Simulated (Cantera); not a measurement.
Feed: 1 mol SiO2, 0.26 mol N2, 1 mol C, at 53000 Pa.

Cantera equilibrium calculation (NASA polynomials, part measured and part estimated; ideal gas, pure solids and liquids). Candidate condensed phases: C, Si, SiC, SiO2, Si2N2O, Si3N4; 34 gas species. Mutual solubility and eutectic melting of coexisting phases are not modelled. The tables hold silica as quartz up to 1696 K and as liquid above; real silica turns to tridymite and cristobalite and melts near 1996 K. Rates play no part.

Problem. Which condensed phases are stable at each of these points (T (K)): 1998, 2048, 2098, 2148, 2198, 2248, 2298, 2348?

Solution. 
| T (K) | condensed phases | Si condensed (%) |
|---|---|---|
| 1998 | SiO2(l) + Si2N2O(s) | 56.9 |
| 2048 | SiO2(l) + Si2N2O(s) | 2.6 |
| 2098 | gas only | 0.0 |
| 2148 | gas only | 0.0 |
| 2198 | gas only | 0.0 |
| 2248 | gas only | 0.0 |
| 2298 | gas only | 0.0 |
| 2348 | gas only | 0.0 |

From 1998 K to 2048 K the condensed part is SiO2(l) + Si2N2O(s). From 2098 K to 2348 K nothing is condensed.
